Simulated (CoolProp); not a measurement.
R1224YDZ along the isobar 101 kPa: Z from the reference equation and from simpler models built on Tc = 428.7 K, pc = 3334 kPa, ω = 0.325; each cubic takes its own stable root.

Computed with CoolProp (reference Helmholtz-energy equation of state, Akasaka 2023).

| T (K) | phase | reference |
|---|---|---|
| 179.5 | liquid | 0.006075 |
| 195.2 | liquid | 0.005715 |
| 210.9 | liquid | 0.005415 |
| 226.7 | liquid | 0.005161 |
| 242.4 | liquid | 0.004949 |
| 258.1 | liquid | 0.004771 |
| 273.8 | liquid | 0.004624 |
| 289.5 | gas | 0.9522 |
| 305.2 | gas | 0.9623 |
| 320.9 | gas | 0.9695 |
| 336.6 | gas | 0.9747 |
| 352.3 | gas | 0.9788 |

Q: How far does each simpler model (van der Waals, Redlich-Kwong, Soave-Redlich-Kwong, Peng-Robinson) lie from the reference over these 12 states: mean and median of the absolute difference, and the worst?

A: 
- van der Waals: mean 6611.4 %, median 73.0 %, worst +20964.0 % at 273.8 K and 101 kPa
- Redlich-Kwong: mean 1736.1 %, median 16.2 %, worst +20730.4 % at 273.8 K and 101 kPa
- Soave-Redlich-Kwong: mean 7.7 %, median 11.7 %, worst +14.5 % at 179.5 K and 101 kPa
- Peng-Robinson: mean 0.7 %, median 0.6 %, worst +2.1 % at 179.5 K and 101 kPa

At some of these states van der Waals, Redlich-Kwong gives the other phase, because its saturation line lies elsewhere.
